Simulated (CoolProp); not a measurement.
Vapour-liquid equilibrium of isopentane (1) + toluene (2) at 0.0129 MPa; x and y are mole fractions of (1).

The numbers come from the multi-fluid Helmholtz-energy mixture model, Lemmon 2006 and Lemmon 2006; pair parameters Bell 2016 in CoolProp.

```json
[
 {"x": "0.05", "bubble temperature (K)": "304.6", "y at the bubble point": "0.611", "dew temperature at overall composition x (K)": "323.1", "liquid density (mol/L)": "9.258"},
 {"x": "0.15", "bubble temperature (K)": "283.3", "y at the bubble point": "0.888", "dew temperature at overall composition x (K)": "320.7", "liquid density (mol/L)": "9.409"},
 {"x": "0.25", "bubble temperature (K)": "272.7", "y at the bubble point": "0.948", "dew temperature at overall composition x (K)": "317.9", "liquid density (mol/L)": "9.453"},
 {"x": "0.35", "bubble temperature (K)": "266.5", "y at the bubble point": "0.969", "dew temperature at overall composition x (K)": "314.9", "liquid density (mol/L)": "9.449"},
 {"x": "0.45", "bubble temperature (K)": "262.6", "y at the bubble point": "0.979", "dew temperature at overall composition x (K)": "311.4", "liquid density (mol/L)": "9.421"},
 {"x": "0.55", "bubble temperature (K)": "260.0", "y at the bubble point": "0.985", "dew temperature at overall composition x (K)": "307.4", "liquid density (mol/L)": "9.378"},
 {"x": "0.65", "bubble temperature (K)": "258.0", "y at the bubble point": "0.988", "dew temperature at overall composition x (K)": "302.6", "liquid density (mol/L)": "9.327"},
 {"x": "0.75", "bubble temperature (K)": "256.4", "y at the bubble point": "0.991", "dew temperature at overall composition x (K)": "296.4", "liquid density (mol/L)": "9.272"},
 {"x": "0.85", "bubble temperature (K)": "254.9", "y at the bubble point": "0.994", "dew temperature at overall composition x (K)": "287.8", "liquid density (mol/L)": "9.217"},
 {"x": "0.95", "bubble temperature (K)": "253.3", "y at the bubble point": "0.998", "dew temperature at overall composition x (K)": "272.1", "liquid density (mol/L)": "9.164"}
]
```

No azeotrope shows between x = 0.05 and 0.95.

The pair parameters rest on a limited set of measurements; away from them the model extrapolates.
